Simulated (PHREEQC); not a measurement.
Make-up at 25 °C: 0.055 mol CuSO4, 0.0077 mol HCl and 0.0044 mol NaCl per kg of water. Closed to the air; pH follows from the charge balance.

Model: ion-association model, phreeqc.dat, run in PHREEQC.

This is a speciation only: nothing precipitates in the calculation.

**Question.** Predict the pH, ionic strength.

**Answer.** pH 2.50; ionic strength 0.133 mol/kgw.

**Question.** In which forms is S present?

**Answer.** SO4-2 52 %, CuSO4 41 %, HSO4- 7.0 % of the S.
